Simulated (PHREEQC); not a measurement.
A solution holds 0.042 mol/kgw H2SeO3, at 77 °C. Closed to the air; pH follows from the charge balance.

The numbers come from PHREEQC with the ion-association model, wateq4f.dat.

Each row changes one thing in this solution. No solid was allowed to form.

```json
[
 {"case": "as made", "pH": "2.11", "ionic strength (mol/kgw)": "0.00854", "H2SeO3 (mol/kgw)": "0.0335", "HSeO3- (mol/kgw)": "0.00854", "SeO3-2 (mol/kgw)": "4.79e-9"},
 {"case": "0.025 mol/kgw TMAH added", "pH": "2.90", "ionic strength (mol/kgw)": "0.0264", "H2SeO3 (mol/kgw)": "0.0156", "HSeO3- (mol/kgw)": "0.0264", "SeO3-2 (mol/kgw)": "(withheld)"},
 {"case": "diluted 100-fold with water", "pH": "3.46", "ionic strength (mol/kgw)": "0.000353", "H2SeO3 (mol/kgw)": "6.69e-5", "HSeO3- (mol/kgw)": "0.000353", "SeO3-2 (mol/kgw)": "(withheld)"},
 {"case": "H2SeO3 from 0.042 to 0.084 mol/kgw", "pH": "1.94", "ionic strength (mol/kgw)": "0.0127", "H2SeO3 (mol/kgw)": "0.0713", "HSeO3- (mol/kgw)": "0.0127", "SeO3-2 (mol/kgw)": "5.17e-9"},
 {"case": "H2SeO3 replaced by Na2SeO3 at the same molality", "pH": "9.63", "ionic strength (mol/kgw)": "0.125", "H2SeO3 (mol/kgw)": "1.20e-10", "HSeO3- (mol/kgw)": "0.00126", "SeO3-2 (mol/kgw)": "0.0407"},
 {"case": "diluted 5-fold with water", "pH": "2.52", "ionic strength (mol/kgw)": "0.00324", "H2SeO3 (mol/kgw)": "0.00516", "HSeO3- (mol/kgw)": "0.00324", "SeO3-2 (mol/kgw)": "4.14e-9"}
]
```

Fill in the missing entries.


- 0.025 mol/kgw TMAH added, SeO3-2 (mol/kgw): 1.12e-7
- diluted 100-fold with water, SeO3-2 (mol/kgw): 3.48e-9

(CH3)4N+ isn't in the database: it is added as a free cation with an ion size of 4 Å. Away from 25 °C the constants follow the database's enthalpies or fits; those with neither stay at their 25 °C values.
